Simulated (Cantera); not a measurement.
Input: 1 mol MgO, 3.6 mol H2S, 50 mol N2, at 1423.15 K and 4100 Pa.

These are equilibrium values from Cantera (NASA tables, ideal gas, pure condensed phases), not measurements of a reactor. Candidate condensed phases: H2O, H2SO4, Mg, MgO, Mg(OH)2, MgS, MgSO4, S; 43 gas species. Mutual solubility and eutectic melting of coexisting phases are not modelled. Rates play no part.

Base state: N2 0.907, H2 0.0541, S2 0.0269, H2S 0.00967, H2O 0.00133, SH 0.000448, S 1.29e-5 (mole fractions); condensed: MgO(s) + MgS(s).

What changes in the equilibrium state with this change: H2S from 3.6 to 1.3 mol?


```csv
species,before,after
N2,0.907,0.964
H2,0.0541,0.0221
S2,0.0269,0.0110
H2O,0.00133,0.000347
H2S,0.00967,0.00252
SH,0.000448,0.000183
"MgO(s), mol",0.926,0.982
"MgS(s), mol",0.0735,0.0181
```
